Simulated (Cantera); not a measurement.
A perfectly stirred reactor is fed with N2O : H2O = 1 : 0.052 (molar parts), at 760 Torr; it is held at 1325 K, and followed from long to short residence time.

Model: GRI-Mech 3.0 (53 species, 325 reactions), integrated in Cantera. GRI-Mech 3.0 was tuned for natural gas; its chemistry of N2O as a main component is partial and can be far from experiment. The mechanism lacks the step 2 NO + O2 → 2 NO2, which can matter for NO2 below about 1400 K. The temperature is held fixed by assumption; the heat of reaction is taken as removed at once.

What does this change do: pressure from 760 Torr to 20.0 Torr?


```json
[
 {"quantity": "x(N2O) at τ = 3.50 s", "before": "0.0448", "after": "0.507"},
 {"quantity": "x(H2O) at τ = 3.50 s", "before": "0.0342", "after": "0.0420"},
 {"quantity": "x(O) at τ = 3.50 s", "before": "2.92e-6", "after": "1.04e-5"},
 {"quantity": "x(HO2) at τ = 3.50 s", "before": "1.74e-7", "after": "6.22e-7"},
 {"quantity": "x(NO2) at τ = 3.50 s", "before": "0.000448", "after": "0.000519"},
 {"quantity": "x(N2O) at τ = 36.0 ms", "before": "0.723", "after": "0.942"},
 {"quantity": "x(H2O) at τ = 36.0 ms", "before": "0.0456", "after": "0.0493"},
 {"quantity": "x(O) at τ = 36.0 ms", "before": "9.39e-6", "after": "1.19e-5"},
 {"quantity": "x(HO2) at τ = 36.0 ms", "before": "1.79e-6", "after": "9.73e-6"},
 {"quantity": "x(NO2) at τ = 36.0 ms", "before": "0.000864", "after": "8.91e-5"}
]
```
Radical loss at walls, strong at low pressure, is not modelled.

What does this change do: temperature 1325 to 1600 K?


```csv
quantity,before,after
x(N2O) at τ = 3.50 s,0.0448,0.00165
x(H2O) at τ = 3.50 s,0.0342,0.0334
x(O) at τ = 3.50 s,2.92e-6,1.80e-5
x(HO2) at τ = 3.50 s,1.74e-7,4.52e-7
x(NO2) at τ = 3.50 s,0.000448,0.000160
x(N2O) at τ = 36.0 ms,0.723,0.0998
x(H2O) at τ = 36.0 ms,0.0456,0.0350
x(O) at τ = 36.0 ms,9.39e-6,9.22e-5
x(HO2) at τ = 36.0 ms,1.79e-6,1.68e-6
x(NO2) at τ = 36.0 ms,0.000864,0.000670
```
